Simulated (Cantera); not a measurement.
Feed: 1 mol AlCl3, 0.38 mol O2, 11 mol H2, 5.3 mol N2O, at 2125 K and 0.000140 bar.

Cantera equilibrium calculation (NASA polynomials, part measured and part estimated; ideal gas, pure solids and liquids). Candidate condensed phases: Al, AlCl3, AlN, Al2O3, H2O, NH4Cl; 45 gas species. The tables' values for AlOH are old estimates; treat these amounts as uncertain. Rates play no part.

Base state: N2 0.263, H2 0.220, H2O 0.197, H 0.144, HCl 0.101, Cl 0.0483, OH 0.0160, O 0.00744 (mole fractions); condensed: Al2O3(s).

**Question.** What changes in the equilibrium state with this change: O2 from 0.38 to 22 mol?

**Answer.** 
```
species          before    after
-------------  --------  -------
O2              0.00284    0.408
H2O               0.197    0.187
N2                0.263    0.125
H2                0.220   0.0174
O               0.00744   0.0892
HCl               0.101   0.0267
H                 0.144   0.0405
OH               0.0160   0.0541
Cl               0.0483   0.0456
AlO2H           5.80e-5  5.66e-5
AlCl           0.000148  3.37e-6
AlOH            1.44e-5  1.17e-6
NO             0.000711  0.00588
AlOCl          0.000179  4.89e-5
Al2O3(s), mol     0.496    0.498
```
